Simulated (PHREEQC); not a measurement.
Dissolve 0.006 mol FeSO4, 0.028 mol MgSO4, 0.00062 mol HCl and 4.9e-05 mol Na2SO4 per kg of water at 25 °C. Closed to the air; pH follows from the charge balance.

Model: ion-association model, phreeqc.dat, run in PHREEQC.

Each row changes one thing in this solution. No solid was allowed to form.

```
case                                    pH  ionic strength (mol/kgw)  SO4-2 (mol/kgw)  Mg+2 (mol/kgw)  MgSO4 (mol/kgw)  Fe+2 (mol/kgw)  SI of Melanterite (FeSO4:7H2O)
------------------------------------  ----  ------------------------  ---------------  --------------  ---------------  --------------  ------------------------------
as made                               3.54                    0.0784           0.0193          0.0158           0.0122         0.00379                           -2.69
FeSO4 from 0.006 to 0.0012 mol/kgw    3.52                    0.0681           0.0167          0.0162           0.0118        0.000773                           -3.41
MgSO4 from 0.028 to 0.056 mol/kgw     3.63                     0.129           0.0320          0.0287           0.0273         0.00352                           -2.64
temperature from 25 to 60 °C          3.68                    0.0600           0.0147          0.0117           0.0163         0.00328                           -3.19
Na2SO4 left out                       3.54                    0.0783           0.0193          0.0158           0.0122         0.00379                           -2.69
HCl from 0.00062 to 0.000682 mol/kgw  3.50                    0.0785           0.0193          0.0158           0.0122         0.00379                           -2.69
```

Complexes and solids missing from the database can't appear. At this temperature some constants are extrapolated from 25 °C, and those without enthalpy data are left unchanged.
